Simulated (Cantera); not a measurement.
Cantera run:

```python
import numpy as np
import cantera as ct

gas_names = """
    H HO2 H2 H2O H2O2 H2S H2SO4 Na NaH NaO NaOH Na2 Na2O Na2O2H2 Na2SO4 O OH O2 O3 S SH SO SO2 SO3 S2
    S2O S8
""".split()
cond_names = """
    H2O(s) H2O(L) H2SO4(L) Na(cr) Na(L) NaOH(a) NaOH(L) NaO2(s) Na2O(c) Na2O(a) Na2O(L) Na2O2(a)
    Na2O2(b) Na2S(1) Na2S(2) Na2S(L) Na2SO4(V) Na2SO4(IV) Na2SO4(I) Na2SO4(L) S(cr1) S(cr2) S(L)
""".split()


# ... load() reads the species with a 1 bar reference pressure and builds the phases ...
atoms = {
    'Na2SO4': {'Na': 2, 'S': 1, 'O': 4},
    'H2O': {'H': 2, 'O': 1},
    'O2': {'O': 2},
}
top_T = {'NaO2(s)': 800, 'Na2O2(b)': 940}  # K; cautious upper limits of use, not melting points


# ... equilibrate(T, P, feed) seeds the gas with the atoms and calls Mixture.equilibrate('TP', solver="vcs", rtol=1e-11, max_steps=5000) ...
results = []
feed = {'Na2SO4': 1, 'H2O': 1.3, 'O2': 0.12}  # mol
P = 43  # Pa
for T in [973, 1023, 1073, 1123, 1173, 1223, 1273, 1323, 1373, 1423, 1473, 1523]:
    mix = equilibrate(T, P, feed)
    results.append((T, P, feed, dict(zip(mix.species_names, mix.species_moles))))
    x = sorted(zip(gas.X, gas.species_names), reverse=True)
    print(f"T = {T:g} K  P = {P:g} Pa  gas = {mix.phase_moles(0):.4g} mol")
    print("   x: " + "  ".join(f"{s} {v:.3e}" for v, s in x if v > 1e-05))
    print("   condensed (mol): " + ("  ".join(f"{mix.phase(i).name} {mix.phase_moles(i):.4g}"
          for i in range(1, mix.n_phases) if mix.phase_moles(i) > 1e-12) or "none"))
```

Result:

```
T = 973 K  P = 43 Pa  gas = 1.42 mol
   x: H2O 9.155e-01  O2 8.451e-02
   condensed (mol): Na2SO4(I) 1
T = 1023 K  P = 43 Pa  gas = 1.42 mol
   x: H2O 9.155e-01  O2 8.451e-02
   condensed (mol): Na2SO4(I) 1
T = 1073 K  P = 43 Pa  gas = 1.42 mol
   x: H2O 9.154e-01  O2 8.451e-02  NaOH 3.598e-05  SO2 1.795e-05
   condensed (mol): Na2SO4(I) 1
T = 1123 K  P = 43 Pa  gas = 1.42 mol
   x: H2O 9.152e-01  O2 8.452e-02  NaOH 1.584e-04  SO2 7.945e-05  Na2SO4 4.087e-05  OH 1.637e-05
   condensed (mol): Na2SO4(I) 0.9998
T = 1173 K  P = 43 Pa  gas = 1.421 mol
   x: H2O 9.143e-01  O2 8.457e-02  NaOH 6.036e-04  SO2 3.055e-04  Na2SO4 1.619e-04  OH 3.440e-05
   condensed (mol): Na2SO4(L) 0.9993
T = 1223 K  P = 43 Pa  gas = 1.425 mol
   x: H2O 9.116e-01  O2 8.475e-02  NaOH 1.999e-03  SO2 1.029e-03  Na2SO4 5.292e-04  OH 6.797e-05  Na 6.067e-05
   condensed (mol): Na2SO4(L) 0.9978
T = 1273 K  P = 43 Pa  gas = 1.434 mol
   x: H2O 9.035e-01  O2 8.532e-02  NaOH 5.960e-03  SO2 3.159e-03  Na2SO4 1.563e-03  Na 3.628e-04  OH 1.271e-04
   condensed (mol): Na2SO4(L) 0.9932
T = 1323 K  P = 43 Pa  gas = 1.461 mol
   x: H2O 8.816e-01  O2 8.703e-02  NaOH 1.605e-02  SO2 8.957e-03  Na2SO4 4.218e-03  Na 1.867e-03  OH 2.256e-04  H2 1.868e-05
   condensed (mol): Na2SO4(L) 0.9807
T = 1373 K  P = 43 Pa  gas = 1.537 mol
   x: H2O 8.264e-01  O2 9.188e-02  NaOH 3.883e-02  SO2 2.357e-02  Na2SO4 1.051e-02  Na 8.327e-03  OH 3.796e-04  H2 3.895e-05  NaO 1.606e-05  SO3 1.127e-05
   condensed (mol): Na2SO4(L) 0.9476
T = 1423 K  P = 43 Pa  gas = 1.757 mol
   x: H2O 6.985e-01  O2 1.048e-01  NaOH 8.216e-02  SO2 5.718e-02  Na 3.217e-02  Na2SO4 2.440e-02  OH 5.954e-04  H2 6.652e-05  NaO 6.162e-05  SO3 2.173e-05  O 2.102e-05
   condensed (mol): Na2SO4(L) 0.8566
T = 1473 K  P = 43 Pa  gas = 2.558 mol
   x: H2O 4.379e-01  NaOH 1.398e-01  O2 1.357e-01  SO2 1.240e-01  Na 1.082e-01  Na2SO4 5.317e-02  OH 8.024e-04  NaO 2.203e-04  H2 7.507e-05  O 4.959e-05  SO3 4.076e-05
   condensed (mol): Na2SO4(L) 0.5466
T = 1523 K  P = 43 Pa  gas = 4.43 mol
   x: Na 2.313e-01  H2O 2.223e-01  SO2 1.864e-01  O2 1.778e-01  NaOH 1.412e-01  Na2SO4 3.923e-02  OH 9.464e-04  NaO 5.061e-04  O 1.122e-04  H2 6.513e-05  SO3 5.427e-05  SO 1.080e-05
   condensed (mol): none
```

Equilibrium computed with Cantera from the NASA thermochemical tables; the gas is ideal and each condensed phase is pure.
